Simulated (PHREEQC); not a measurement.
1 kg of water holding 0.017 mol NaCl, 0.044 mol Na2SO4 and 0.63 mol MgSO4 is evaporated at 15 °C; the solids stay in contact with the brine. No CO2 enters from the air. Solids allowed: Bischofite, Bloedite, Brucite, Epsomite, Halite, Hexahydrite, Kieserite, Mirabilite, Thenardite, MgCl2_4H2O. Others were left out.

The series has 13 steps of water left (kg), from 1 to 0.01199.

Computed with PHREEQC (Pitzer model, pitzer.dat).

**Question.** Which solids form, in which order, and at which step of the series does each first stand?

**Answer.** Epsomite from water left = 0.1904 kg; Mirabilite from water left = 0.05129 kg.
